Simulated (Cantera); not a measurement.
**Stirred combustor or abatement burner**

A perfectly stirred reactor is fed with CH4 : O2 : N2 : H2O = 1 : 3.23 : 12.1 : 4 (molar parts), equivalence ratio 0.62, at 5.90 bar; it is adiabatic with a 500 K inlet, and is followed from long to short residence time, starting on the burning branch (τ in s: 0.22, 0.085, 0.033, 0.013, 0.0051, 0.002, 0.00077, 0.0003, 0.00012, 4.6e-05, 1.8e-05, 7e-06).

Detailed kinetics in Cantera: GRI-Mech 3.0 (53 species, 325 reactions).

```
τ (s)    T (K)     x CH4    x O2  x H2O     x HCN      x O    x HCO
-------  -----  --------  ------  -----  --------  -------  -------
0.22      1577   1.06e-5  0.0605  0.295  4.00e-10  2.15e-6  1.27e-9
0.085     1576   2.24e-5  0.0606  0.295  7.13e-10  3.07e-6  3.27e-9
0.033     1574   4.73e-5  0.0608  0.295   1.38e-9  4.55e-6  8.44e-9
0.013     1569  0.000104  0.0611  0.294   2.68e-9  6.81e-6  2.17e-8
0.0051    1554  0.000260  0.0622  0.294   4.73e-9  1.02e-5  5.78e-8
0.0020     500    0.0492   0.159  0.197    <1e-12   <1e-12   <1e-12
0.00077    500    0.0492   0.159  0.197    <1e-12   <1e-12   <1e-12
0.00030    500    0.0492   0.159  0.197    <1e-12   <1e-12   <1e-12
0.00012    500    0.0492   0.159  0.197    <1e-12   <1e-12   <1e-12
4.6e-5     500    0.0492   0.159  0.197    <1e-12   <1e-12   <1e-12
1.8e-5     500    0.0492   0.159  0.197    <1e-12   <1e-12   <1e-12
7.0e-6     500    0.0492   0.159  0.197    <1e-12   <1e-12   <1e-12
```
x: mole fraction; the columns are a selection and need not sum to one.
